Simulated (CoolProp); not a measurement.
Saturated liquid density (kg/m³) of isohexane: the reference equation beside estimates from Tc = 497.7 K, pc = 30.43 bar, ω = 0.280. Rackett uses Z = 0.29056 − 0.08775 ω.

The numbers come from the reference Helmholtz-energy equation of state, Lemmon 2006 in CoolProp. It is a short technical equation, of lower accuracy than the large ones.

| T (K) | reference | Rackett | van der Waals |
|---|---|---|---|
| 304 | 643.1 | 654.8 | 387.7 |
| 326.6 | 621.7 | 632.1 | 374.9 |
| 349.3 | 599.0 | 608.0 | 361.1 |
| 372 | 574.7 | 582.2 | 346.0 |
| 394.6 | 548.3 | 554.2 | 329.4 |
| 417.3 | 518.6 | 523.0 | 310.5 |
| 439.9 | 483.9 | 487.3 | 288.8 |
| 462.6 | 439.9 | 443.1 | 261.9 |

Absolute difference from the reference over all 8 rows, mean and median: Rackett 1.2 and 1.2 %, van der Waals 40.0 and 39.9 %.
